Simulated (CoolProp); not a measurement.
Vapour pressure (MPa) of R114: the reference equation beside estimates from Tc = 420.6 K, pc = 3.352 MPa, ω = 0.252.

The numbers come from the reference Helmholtz-energy equation of state, Platzer 1990 in CoolProp. This equation is an older, rougher fit; its heat capacities, sound speeds and derivatives of the liquid may be far off and weren't checked against measurements.

| T (K) | reference | van der Waals | Redlich-Kwong | Soave-Redlich-Kwong |
|---|---|---|---|---|
| 332.8 | 0.5745 | 1.221 | 0.7620 | 0.5757 |
| 339.1 | 0.6714 | 1.332 | 0.8709 | 0.6741 |
| 345.3 | 0.7781 | 1.447 | 0.9881 | 0.7826 |
| 351.6 | 0.8989 | 1.570 | 1.118 | 0.9057 |
| 357.8 | 1.031 | 1.697 | 1.256 | 1.040 |
| 364.1 | 1.179 | 1.833 | 1.409 | 1.191 |
| 370.3 | 1.340 | 1.973 | 1.570 | 1.355 |
| 376.6 | 1.520 | 2.122 | 1.746 | 1.538 |
| 382.8 | 1.715 | 2.275 | 1.932 | 1.735 |
| 389.1 | 1.931 | 2.437 | 2.134 | 1.953 |
| 395.3 | 2.163 | 2.603 | 2.346 | 2.186 |

Absolute difference from the reference over all 11 rows, mean and median: van der Waals 59.8 and 55.5 %, Redlich-Kwong 19.9 and 19.5 %, Soave-Redlich-Kwong 0.9 and 1.0 %.
